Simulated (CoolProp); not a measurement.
Methane at 293.15 K and 3.29 MPa flows at 5.4 m/s in a round tube of 100 mm bore and 0.25 µm roughness, fully developed (64/Re and Nu = 3.66 if laminar; Colebrook and Gnielinski if turbulent). Each further row changes one setting.

The numbers come from the reference Helmholtz-energy equation of state, Setzmann 1991 in CoolProp.

```csv
case,Reynolds number,Darcy friction factor,pressure drop (Pa/m),heat-transfer coefficient (W/(m² K)),mass flow (kg/h)
as stated,1070000,0.0116,38.8,472,3510
velocity 10.8 m/s,2150000,0.0103,139,841,7030
diameter 200 mm,2150000,0.0103,17.3,419,14100
```

Viscosity comes from a separate model (Quiñones-Cisneros 2006). Thermal conductivity comes from a separate model (Friend 1989).
